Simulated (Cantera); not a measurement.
A Cantera script and what it prints.

```python
import numpy as np
import cantera as ct

gas_names = """
    CL CL2 H HCL H2 N NH NH2 NH3 N2 N2H2 N2H4 Si SiCL SiCL2 SiCL3 SiCL4 SiH SiHCL3 SiH2 SiH2CL2 SiH3
    SiH3CL SiH4 SiN Si2 Si2N Si3
""".split()
cond_names = """
    NH4CL(a) NH4CL(b) Si(cr) Si(L) Si3N4(a)
""".split()


# ... load() reads the species with a 1 bar reference pressure and builds the phases ...
atoms = {
    'SiHCl3': {'Si': 1, 'H': 1, 'CL': 3},
    'N2': {'N': 2},
}
top_T = {'Si3N4(a)': 2400}  # K; cautious upper limits of use, not melting points


# ... equilibrate(T, P, feed) seeds the gas with the atoms and calls Mixture.equilibrate('TP', solver="vcs", rtol=1e-11, max_steps=5000) ...
results = []
feed = {'SiHCl3': 1, 'N2': 93}  # mol
P = 41000  # Pa
for T in [898, 948, 998, 1048, 1098, 1148, 1198, 1248, 1298, 1348, 1398, 1448, 1498, 1548]:
    mix = equilibrate(T, P, feed)
    results.append((T, P, feed, dict(zip(mix.species_names, mix.species_moles))))

top = {s: max(r[3][s] / sum(r[3][g] for g in gas_names) for r in results) for s in gas_names}
cols = sorted((s for s in top if top[s] > 1e-05), key=lambda s: -top[s])[:9]
seen = [c for c in cond_names if any(r[3].get(c, 0) > 1e-12 for r in results)]
print("log10 of partial pressures in bar; condensed amounts in mol")
print(f"{'T/K':>10s}" + "".join(f"{s[:9]:>10s}" for s in cols + seen))
for T, P, feed, n in results:
    ng = sum(n[g] for g in gas_names)
    print(f"{T:10.4g}" + "".join(f"{np.log10(max(n[s] / ng * P / 1e5, 1e-99)):10.3f}" for s in cols)
          + "".join(f"{n.get(c, 0):10.4g}" for c in seen))
```

Result:

```
log10 of partial pressures in bar; condensed amounts in mol
       T/K        N2       HCL     SiCL4     SiCL2     SiCL3        H2        CL    SiHCL3  Si3N4(a)
       898    -0.394    -2.421    -2.635    -9.563    -6.941    -3.553   -10.615    -6.323    0.1559
       948    -0.394    -2.415    -2.637    -8.696    -6.431    -3.593    -9.920    -6.162    0.1569
       998    -0.394    -2.411    -2.640    -7.918    -5.973    -3.630    -9.294    -6.017    0.1576
      1048    -0.394    -2.407    -2.641    -7.215    -5.560    -3.662    -8.727    -5.887    0.1582
      1098    -0.394    -2.404    -2.643    -6.578    -5.185    -3.692    -8.212    -5.769    0.1587
      1148    -0.394    -2.401    -2.646    -5.998    -4.843    -3.719    -7.741    -5.662     0.159
      1198    -0.394    -2.399    -2.649    -5.468    -4.532    -3.744    -7.310    -5.564     0.159
      1248    -0.394    -2.397    -2.655    -4.983    -4.248    -3.765    -6.913    -5.476    0.1585
      1298    -0.394    -2.396    -2.664    -4.538    -3.989    -3.783    -6.548    -5.397    0.1571
      1348    -0.394    -2.395    -2.681    -4.131    -3.756    -3.797    -6.211    -5.329    0.1542
      1398    -0.394    -2.395    -2.709    -3.761    -3.550    -3.804    -5.902    -5.272    0.1484
      1448    -0.394    -2.395    -2.758    -3.428    -3.375    -3.801    -5.619    -5.231     0.138
      1498    -0.395    -2.397    -2.838    -3.136    -3.239    -3.783    -5.364    -5.212    0.1211
      1548    -0.395    -2.401    -2.966    -2.889    -3.151    -3.745    -5.138    -5.223   0.09657
```

Equilibrium computed with Cantera from the NASA thermochemical tables; the gas is ideal and each condensed phase is pure. N2 is the only nitrogen source here; it is nearly inert below about 1500 K, so the nitride shown seldom forms there in practice. The tables' values for SiCl3 are old estimates; treat these amounts as uncertain.
